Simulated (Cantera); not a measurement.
A freely propagating, adiabatic, planar premixed flame of H₂ : O₂ : N₂ = 1 : 0.238 : 0.895 (molar parts), equivalence ratio 2.1, unburnt at 525 K and 82.5 Torr; mixture-averaged transport, grid criteria slope 0.08 and curve 0.16, no radiation.

Cantera simulation using the H2/O2 subset of GRI-Mech 3.0, which has no nitrogen chemistry; the numbers are that mechanism's predictions, not measurements. Burning velocities carry a grid error of a few per cent, more on coarse grids.

Q: What does this change do: inlet temperature 525 to 350 K?

A: 
```json
[
 {"quantity": "laminar burning velocity", "before": "526 cm/s", "after": "286 cm/s"},
 {"quantity": "thermal thickness", "before": "7.56 mm", "after": "6.83 mm"},
 {"quantity": "peak x(H)", "before": "0.129", "after": "0.112"},
 {"quantity": "peak x(O)", "before": "0.00445", "after": "0.00355"},
 {"quantity": "peak x(H₂O₂)", "before": "1.09e-6", "after": "2.06e-5"}
]
```

Q: What does this change do: O2 0.238 to 0.3 parts?

A: 
| quantity | before | after |
|---|---|---|
| laminar burning velocity | 526 cm/s | 614 cm/s |
| thermal thickness | 7.56 mm | 7.06 mm |
| peak x(H) | 0.129 | 0.151 |
| peak x(O) | 0.00445 | 0.00843 |
| peak x(H₂O₂) | 1.09e-6 | 1.32e-6 |
